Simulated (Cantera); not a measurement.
# Stirred combustor or abatement burner

A perfectly stirred reactor is fed with 7.83 % CH4, 1.49 % C2H6, 1.10 % C3H8, 18.8 % O2, 70.8 % N2, equivalence ratio 1.4, at 5.00 bar; it is adiabatic with a 425 K inlet, and is followed from long to short residence time, starting on the burning branch (τ in s: 0.042, 0.024, 0.013, 0.0076, 0.0044, 0.0025, 0.0014, 0.0008, 0.00046, 0.00026, 0.00015, 8.4e-05, 4.8e-05).

Cantera simulation using GRI-Mech 3.0 (53 species, 325 reactions); the numbers are that mechanism's predictions, not measurements.

```tsv
τ (s)	T (K)	x CH4	x C2H6	x C3H8	x C2H2	x C2H4	x O
0.042	2090	0.000412	2.35e-7	9.44e-8	0.000153	2.14e-6	1.02e-6
0.024	2091	0.000608	4.45e-7	1.62e-7	0.000263	4.08e-6	1.26e-6
0.013	2090	0.000882	8.88e-7	2.93e-7	0.000451	8.10e-6	1.70e-6
0.0076	2089	0.00117	1.60e-6	4.88e-7	0.000676	1.43e-5	2.32e-6
0.0044	2087	0.00148	2.84e-6	8.18e-7	0.000952	2.48e-5	3.32e-6
0.0025	2083	0.00182	5.04e-6	1.39e-6	0.00127	4.21e-5	4.98e-6
0.0014	2075	0.00219	8.94e-6	2.40e-6	0.00160	7.06e-5	7.75e-6
0.00080	2063	0.00260	1.56e-5	4.11e-6	0.00191	0.000115	1.20e-5
0.00046	2044	0.00313	2.79e-5	7.14e-6	0.00223	0.000189	1.85e-5
0.00026	2008	0.00405	5.59e-5	1.36e-5	0.00258	0.000338	2.85e-5
0.00015	1923	0.00653	0.000163	3.44e-5	0.00302	0.000812	3.99e-5
8.4e-5	425	0.0783	0.0149	0.0110	<1e-12	<1e-12	<1e-12
4.8e-5	425	0.0783	0.0149	0.0110	<1e-12	<1e-12	<1e-12
```
x: mole fraction; the columns are a selection and need not sum to one.
